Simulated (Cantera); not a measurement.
Feed: 1 mol SiH2Cl2, 0.52 mol Cl2, 8.7 mol N2, held at 1 atm.

These are equilibrium values from Cantera (NASA tables, ideal gas, pure condensed phases), not measurements of a reactor. Candidate condensed phases: NH4Cl, Si, Si3N4; 28 gas species. N2 is the only nitrogen source here; it is nearly inert below about 1500 K, so the nitride shown seldom forms there in practice. The tables' values for SiCl3 are old estimates; treat these amounts as uncertain. The numbers say what is thermodynamically allowed, not how fast it happens. All values below are at 1400 K.

Base state: N2 0.798, HCl 0.131, SiCl4 0.0376, H2 0.0301, SiCl3 0.00234, SiCl2 0.000621, SiHCl3 0.000612 (mole fractions); condensed: Si3N4(s).

**Question.** What changes in the equilibrium state with this change: pressure from 1 atm to 0.100 bar?

**Answer.** 
```
species          before     after
-------------  --------  --------
N2                0.798     0.794
HCl               0.131     0.139
SiCl4            0.0376    0.0314
H2               0.0301    0.0255
SiCl2          0.000621   0.00391
Cl              3.00e-6   1.11e-5
SiCl3           0.00234   0.00537
SiHCl3         0.000612  0.000405
Si3N4(s), mol     0.190     0.190
```
